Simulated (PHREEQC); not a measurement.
Solution (25 °C): 1 mol/kgw NaOH, 0.069 mol/kgw Na2B4O7 and 2.7 mol/kgw KBr. Closed to the air; pH follows from the charge balance.

The numbers come from PHREEQC with the Pitzer model, pitzer.dat.

Precipitation was switched off in this run.

Problem. Estimate the pH, activity of water, density.

Solution. pH 13.85; activity of water 0.871; density 1.252 g/cm³.

Complexes and solids missing from the database can't appear. In brines, pH and single-ion activities rest on the MacInnes convention.
